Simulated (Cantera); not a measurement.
Feed: 1 mol Si₂H₆, 0.3 mol HCl, 8.1 mol N₂, held at 0.00210 bar.

Method: chemical equilibrium by Gibbs-energy minimisation in Cantera with the NASA 1993 tables (ideal gas, pure condensed phases). Candidate condensed phases: NH₄Cl, Si, Si₃N₄; 28 gas species. The feed counts by its element totals alone. N₂ is the only nitrogen source here; it is nearly inert below about 1500 K, so the nitride shown seldom forms there in practice. Kinetics and transport are ignored.

Which condensed phases are stable at each of these points (T (K)): 1198, 1248, 1298, 1348, 1398, 1448, 1498, 1548, 1598, 1648, 1698?


```
T (K)  condensed phases  Si condensed (%)
-----  ----------------  ----------------
1198           Si₃N₄(s)             100.0
1248           Si₃N₄(s)             100.0
1298           Si₃N₄(s)             100.0
1348           Si₃N₄(s)             100.0
1398           Si₃N₄(s)              99.9
1448           Si₃N₄(s)              99.8
1498           Si₃N₄(s)              99.6
1548           Si₃N₄(s)              99.2
1598           Si₃N₄(s)              98.7
1648           Si₃N₄(s)              98.1
1698              Si(l)              97.3
```

From 1198 K to 1648 K the condensed part is Si₃N₄(s). At 1698 K the condensed part is Si(l).
